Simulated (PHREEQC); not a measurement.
Solution (80 °C): 0.017 mol/kgw KCl. Closed to the air; pH follows from the charge balance.

Computed with PHREEQC (Pitzer model, pitzer.dat).

No solid was allowed to form.

Q: Estimate the specific conductance, osmotic coefficient.

A: specific conductance 5800 µS/cm; osmotic coefficient 0.955.

Away from 25 °C the constants follow the database's enthalpies or fits; those with neither stay at their 25 °C values.
